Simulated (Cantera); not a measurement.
Charge: 1 mol Si, 0.58 mol NF₃, held at 925 K and 0.0133 bar.

Cantera equilibrium calculation (NASA polynomials, part measured and part estimated; ideal gas, pure solids and liquids). Candidate condensed phases: Si, Si₃N₄; 16 gas species. The tables' values for SiF₃ are old estimates; treat these amounts as uncertain. Kinetics and transport are ignored.

Base state: SiF₄ 0.999, SiF₃ 0.000553 (mole fractions); condensed: Si(s) + Si₃N₄(s).

Q: What changes in the equilibrium state with this change: NF₃ from 0.58 to 0.8 mol?

A: 
```tsv
species	before	after
SiF₄	0.999	0.818
N₂	<1e-9	0.182
SiF₃	0.000553	1.13e-5
Si(s), mol	0.130	0
Si₃N₄(s), mol	0.145	0.133
```
